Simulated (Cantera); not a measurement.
Mixture: C3H8 : O2 : N2 : H2O = 1 : 2.63 : 9.89 : 3.4 (molar parts), at 17300 Torr, adiabatic and at constant volume. Ignition delay is the time to a rise of 400 K.

Computed with Cantera and GRI-Mech 3.0 (53 species, 325 reactions). GRI-Mech 3.0 was tuned for natural gas; its chemistry of propane as a main component is partial and can be far from experiment. The pressure lies above the range GRI-Mech 3.0 was tuned for (to about 10 atm).

**Question.** Predict: delay at 1275 K; delay at 1325 K; delay at 1375 K; delay at 1425 K; delay at 1475 K; delay at 1525 K; delay at 1575 K; apparent activation energy between 1475 and 1575 K.

**Answer.** 
| Property | Value |
|---|---|
| delay at 1275 K | 0.264 ms |
| delay at 1325 K | 0.124 ms |
| delay at 1375 K | 61.4 µs |
| delay at 1425 K | 32.1 µs |
| delay at 1475 K | 17.7 µs |
| delay at 1525 K | 10.4 µs |
| delay at 1575 K | 6.40 µs |
| apparent activation energy between 1475 and 1575 K | 200 kJ/mol |
